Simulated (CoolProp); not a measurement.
Vapour-liquid equilibrium of R125 (1) + fluoroethane (R161) (2) at 2.93 bar; x and y are mole fractions of (1).

Model: multi-fluid Helmholtz-energy mixture model, Lemmon 2005 and Wu 2012; pair parameters Bell 2016, in CoolProp.

Q: Give the bubble temperature and the first vapour's composition at x = 0.05, 0.35, 0.65. Is there an azeotrope?

A: x = 0.05: -12.1 °C, y = 0.069; x = 0.35: -16.6 °C, y = 0.467; x = 0.65: -20.8 °C, y = 0.748. No azeotrope shows between x = 0.05 and 0.95.

The pair parameters rest on a limited set of measurements; away from them the model extrapolates. The gap from Raoult's law changes sign with composition, which may be real or a fault of the pair parameters; it wasn't checked against measurements.
